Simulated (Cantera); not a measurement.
What does this Cantera script print?

```python
import numpy as np
import cantera as ct

gas = ct.Solution("h2o2.yaml")
gas.TPX = 1098, 100000, {'H2': 1.7, 'O2': 1, 'N2': 6}
reactor = ct.IdealGasConstPressureReactor(gas, energy="off", clone=False)
net = ct.ReactorNet([reactor])
net.rtol, net.atol = 1e-08, 1e-18
show = ['H2', 'O2', 'H2O2', 'H', 'O', 'OH', 'HO2']
times = np.geomspace(4e-06, 7, 15)

steps = ct.SolutionArray(gas, extra=["t"])
rows = []
print(f"{'t/s':>10s}{'T/K':>9s}{'P/Pa':>11s}" + "".join(f"{s:>11s}" for s in show))
for t in times:
    while net.time < t:
        t_next = net.step()
        steps.append(gas.state, t=t_next)
    rows.append([np.interp(t, steps.t, y) for y in (steps.T, steps.P, *steps(*show).X.T)])
    print(f"{t:10.3e}{rows[-1][0]:9.1f}{rows[-1][1]:11.4g}" + "".join(f"{x:11.3e}" for x in rows[-1][2:]))
rate = np.gradient(steps.T, steps.t)
print("integrator steps:", len(steps.t))
if steps.T.max() > steps.T[0] + 200:
    print(f"time of steepest temperature rise: {steps.t[rate.argmax()]:.4e} s")
gas.TPX = 1098, 100000, {'H2': 1.7, 'O2': 1, 'N2': 6}
gas.equilibrate("TP")
print(f"equilibrium (TP): T = {gas.T:.1f} K  " + "  ".join(f"{s} {gas[s].X[0]:.3e}" for s in show))
```

Output:

```
       t/s      T/K       P/Pa         H2         O2       H2O2          H          O         OH        HO2
 4.000e-06   1098.0      1e+05  1.954e-01  1.149e-01  7.339e-13  8.126e-10  8.696e-11  4.058e-11  8.493e-10
 1.117e-05   1098.0      1e+05  1.954e-01  1.149e-01  6.842e-12  3.869e-09  5.072e-10  2.204e-10  3.176e-09
 3.118e-05   1098.0      1e+05  1.954e-01  1.149e-01  1.357e-10  7.376e-08  1.013e-08  4.336e-09  3.924e-08
 8.707e-05   1098.0      1e+05  1.950e-01  1.147e-01  3.937e-07  1.646e-04  2.243e-05  1.213e-05  4.352e-05
 2.431e-04   1098.0      1e+05  1.106e-02  2.451e-02  6.220e-06  1.626e-03  4.194e-04  6.233e-04  3.743e-05
 6.788e-04   1098.0      1e+05  2.673e-03  2.037e-02  3.312e-06  5.585e-05  3.480e-05  9.286e-05  2.448e-05
 1.895e-03   1098.0      1e+05  1.301e-03  1.973e-02  2.854e-06  5.184e-06  4.320e-06  1.795e-05  1.759e-05
 5.292e-03   1098.0      1e+05  8.357e-04  1.951e-02  2.090e-06  1.085e-06  9.883e-07  5.672e-06  1.269e-05
 1.477e-02   1098.0      1e+05  4.686e-04  1.933e-02  9.998e-07  3.646e-07  3.656e-07  3.246e-06  8.477e-06
 4.125e-02   1098.0      1e+05  1.954e-04  1.920e-02  2.765e-07  8.376e-08  9.242e-08  1.687e-06  4.312e-06
 1.152e-01   1098.0      1e+05  5.910e-05  1.914e-02  4.068e-08  1.329e-08  1.578e-08  8.265e-07  1.550e-06
 3.216e-01   1098.0      1e+05  1.082e-05  1.911e-02  3.102e-09  1.501e-09  1.993e-09  4.720e-07  3.285e-07
 8.979e-01   1098.0      1e+05  4.324e-07  1.911e-02  2.094e-10  5.263e-11  2.401e-10  3.934e-07  1.516e-08
 2.507e+00   1098.0      1e+05  2.147e-09  1.911e-02  1.983e-10  1.016e-12  2.454e-10  4.598e-07  1.014e-09
 7.000e+00   1098.0      1e+05  1.983e-09  1.911e-02  2.572e-10  1.093e-12  3.205e-10  5.259e-07  9.521e-10
integrator steps: 1942
equilibrium (TP): T = 1098.0 K  H2 1.978e-09  O2 1.911e-02  H2O2 2.648e-10  H 1.107e-12  O 3.302e-10  OH 5.337e-07  HO2 9.467e-10
```

Computed with Cantera and the H2/O2 subset of GRI-Mech 3.0, which has no nitrogen chemistry. The temperature is held fixed by assumption; the heat of reaction is taken as removed at once.
